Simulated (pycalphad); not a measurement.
An equivalent pycalphad script:

```python
from pycalphad import Database, equilibrium, calculate, variables as v
import numpy as np
db = Database('COST507.tdb')
comps = ['AL', 'C', 'VA']
phases = ['AL4C3', 'FCC_A1', 'GRAPHITE', 'LIQUID']
eq = equilibrium(db, comps, phases, {v.X('C'): 0.0103, v.T: np.arange(1850, 499, -40), v.P: 101325, v.N: 1}, output=['HM', 'SM'])
```

CALPHAD calculation (pycalphad, COST 507 light-alloy database (1999)), 1 atm. These are 1990s assessments: newer ones move some temperatures and phases. Phase fractions are per mole of atoms. Diffusion is slow at the low end, where real alloys seldom reach equilibrium.

Results at three of the temperatures:

```
T = 1690.00 K, P = 101325 Pa, N = 1 mol of atoms
G = -99418 J/mol, H = 51930 J/mol, S = 89.56 J/(mol K)  (SER reference)
chemical potentials (J/mol): Al -99741, C -68390
phase             fraction      x(Al)       x(C)
LIQUID              0.9786     0.9988     0.0012
AL4C3               0.0214     0.5714     0.4286
```

```
T = 1090.00 K, P = 101325 Pa, N = 1 mol of atoms
G = -49633 J/mol, H = 32676 J/mol, S = 75.51 J/(mol K)  (SER reference)
chemical potentials (J/mol): Al -49426, C -69536
phase             fraction      x(Al)       x(C)
LIQUID              0.9760     1.0000   6.65e-08
AL4C3               0.0240     0.5714     0.4286
```

```
T = 1050.00 K, P = 101325 Pa, N = 1 mol of atoms
G = -46636 J/mol, H = 31413 J/mol, S = 74.33 J/(mol K)  (SER reference)
chemical potentials (J/mol): Al -46395, C -69793
phase             fraction      x(Al)       x(C)
LIQUID              0.9760     1.0000   2.34e-08
AL4C3               0.0240     0.5714     0.4286
```

Changes of the phase set, refined by bisection:

| T (K) | phases above | phases below |
|---|---|---|
| 933.5 | AL4C3 + liquid | AL4C3 + fcc |

Database names, with the compositions (at.%) that they take in these runs: AL4C3: Al 57 C 43.
